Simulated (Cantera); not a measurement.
What does this Cantera script print?

```python
import numpy as np
import cantera as ct

gas_names = """
    F FO FO2 F2 F2O N NF NF2 NF3 NO NO2 NO3 N2 N2O O O2 O3 Si SiF SiF2 SiF3 SiF4 SiN SiO SiO2 Si2 Si2N
    Si3
""".split()
cond_names = """
    Si(cr) Si(L) SiO2(Lqz) SiO2(hqz) SiO2(L) Si2N2O(s) Si3N4(a)
""".split()


# ... load() reads the species with a 1 bar reference pressure and builds the phases ...
atoms = {
    'SiF4': {'Si': 1, 'F': 4},
    'NO': {'N': 1, 'O': 1},
}
top_T = {'Si2N2O(s)': 2100, 'Si3N4(a)': 2400}  # K; cautious upper limits of use, not melting points


# ... equilibrate(T, P, feed) seeds the gas with the atoms and calls Mixture.equilibrate('TP', solver="vcs", rtol=1e-11, max_steps=5000) ...
results = []
feed = {'SiF4': 1, 'NO': 27}  # mol
P = 92  # Pa
for T in [800, 900, 1000, 1100, 1200, 1300, 1400, 1500, 1600, 1700, 1800, 1900, 2000]:
    mix = equilibrate(T, P, feed)
    results.append((T, P, feed, dict(zip(mix.species_names, mix.species_moles))))
    x = sorted(zip(gas.X, gas.species_names), reverse=True)
    print(f"T = {T:g} K  P = {P:g} Pa  gas = {mix.phase_moles(0):.4g} mol")
    print("   x: " + "  ".join(f"{s} {v:.3e}" for v, s in x if v > 0.001))
    print("   condensed (mol): " + ("  ".join(f"{mix.phase(i).name} {mix.phase_moles(i):.4g}"
          for i in range(1, mix.n_phases) if mix.phase_moles(i) > 1e-12) or "none"))
```

It prints:

```
T = 800 K  P = 92 Pa  gas = 28 mol
   x: N2 4.821e-01  O2 4.821e-01  SiF4 3.571e-02
   condensed (mol): none
T = 900 K  P = 92 Pa  gas = 28 mol
   x: N2 4.821e-01  O2 4.821e-01  SiF4 3.571e-02
   condensed (mol): SiO2(hqz) 5.888e-11
T = 1000 K  P = 92 Pa  gas = 28 mol
   x: N2 4.821e-01  O2 4.821e-01  SiF4 3.571e-02
   condensed (mol): SiO2(hqz) 1.71e-09
T = 1100 K  P = 92 Pa  gas = 28 mol
   x: N2 4.821e-01  O2 4.821e-01  SiF4 3.571e-02
   condensed (mol): SiO2(hqz) 2.93e-08
T = 1200 K  P = 92 Pa  gas = 28 mol
   x: N2 4.820e-01  O2 4.820e-01  SiF4 3.571e-02
   condensed (mol): SiO2(hqz) 3.124e-07
T = 1300 K  P = 92 Pa  gas = 28 mol
   x: N2 4.819e-01  O2 4.819e-01  SiF4 3.571e-02
   condensed (mol): SiO2(hqz) 2.305e-06
T = 1400 K  P = 92 Pa  gas = 28 mol
   x: N2 4.817e-01  O2 4.817e-01  SiF4 3.571e-02
   condensed (mol): SiO2(hqz) 1.267e-05
T = 1500 K  P = 92 Pa  gas = 28 mol
   x: N2 4.814e-01  O2 4.813e-01  SiF4 3.571e-02  NO 1.448e-03
   condensed (mol): SiO2(hqz) 5.478e-05
T = 1600 K  P = 92 Pa  gas = 28.01 mol
   x: N2 4.809e-01  O2 4.807e-01  SiF4 3.570e-02  NO 2.288e-03
   condensed (mol): SiO2(hqz) 0.0001929
T = 1700 K  P = 92 Pa  gas = 28.02 mol
   x: N2 4.802e-01  O2 4.796e-01  SiF4 3.565e-02  NO 3.422e-03  O 1.021e-03
   condensed (mol): SiO2(L) 0.0005556
T = 1800 K  P = 92 Pa  gas = 28.04 mol
   x: N2 4.789e-01  O2 4.775e-01  SiF4 3.553e-02  NO 4.886e-03  O 2.772e-03
   condensed (mol): SiO2(L) 0.001174
T = 1900 K  P = 92 Pa  gas = 28.11 mol
   x: N2 4.768e-01  O2 4.734e-01  SiF4 3.521e-02  O 6.767e-03  NO 6.697e-03
   condensed (mol): none
T = 2000 K  P = 92 Pa  gas = 28.27 mol
   x: N2 4.731e-01  O2 4.654e-01  SiF4 3.443e-02  O 1.505e-02  NO 8.835e-03  F 2.240e-03
   condensed (mol): none
```

These are equilibrium values from Cantera (NASA tables, ideal gas, pure condensed phases), not measurements of a reactor. The tables' values for SiF3, SiO2 are old estimates; treat these amounts as uncertain. The tables hold silica as quartz up to 1696 K and as liquid above; real silica turns to tridymite and cristobalite and melts near 1996 K.
